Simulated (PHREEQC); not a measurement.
Consider water at 92 °C with 2.4 mol/kgw KCl and 0.21 mol/kgw MgCl2. Closed to the air; pH follows from the charge balance.

The numbers come from PHREEQC with the Pitzer model, pitzer.dat.

No solid was allowed to form.

Problem. Estimate the activity of water, osmotic coefficient.

Solution. activity of water 0.911; osmotic coefficient 0.955.

Complexes and solids missing from the database can't appear. Constants without temperature data keep their 25 °C values here.
